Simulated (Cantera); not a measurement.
## Thermodynamics of sublimation and decomposition of ceramics, feed Si3N4 + Si + H2

Feed: 1 mol Si3N4, 0.25 mol Si, 0.018 mol H2, at 1800 °C and 65.0 Pa.

Equilibrium computed with Cantera from the NASA thermochemical tables; the gas is ideal and each condensed phase is pure. Candidate condensed phases: Si, Si3N4; 18 gas species. The tables' values for SiN are old estimates; treat these amounts as uncertain. The numbers say what is thermodynamically allowed, not how fast it happens.

```json
{
 "x(N2)": "0.831",
 "x(Si)": "0.154",
 "x(H)": "0.00662",
 "x(H2)": "0.00411",
 "x(Si2)": "0.00189",
 "x(Si2N)": "0.000966",
 "x(SiN)": "0.000786",
 "x(Si3)": "0.000390",
 "x(SiH)": "0.000144",
 "n(Si(l))": "2.86 mol",
 "gas_amount": "2.403 mol"
}
```
